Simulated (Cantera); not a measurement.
An isothermal, constant-pressure homogeneous reactor starts with H2 : O2 : N2 = 0.69 : 1 : 8.6 (molar parts), equivalence ratio 0.34, at 848 K and 360 Torr.

Cantera simulation using the H2/O2 subset of GRI-Mech 3.0, which has no nitrogen chemistry; the numbers are that mechanism's predictions, not measurements. Below about 950 K walls govern HO2 and H2O2 in real vessels. The temperature is held fixed by assumption; the heat of reaction is taken as removed at once.

Task: Predict: x(H2) at 5.00 s; x(O2) at 5.00 s; x(H) at 5.00 s; x(H2O2) at 5.00 s; x(HO2) at 5.00 s.

Result: x(H2) at 5.00 s: 0.0636 (gas-phase equilibrium <1e-12)
x(O2) at 5.00 s: 0.0954 (gas-phase equilibrium 0.0659)
x(H) at 5.00 s: 5.94e-8 (gas-phase equilibrium <1e-12)
x(H2O2) at 5.00 s: 0.000326 (gas-phase equilibrium 3.52e-12)
x(HO2) at 5.00 s: 1.18e-5 (gas-phase equilibrium 1.54e-11)
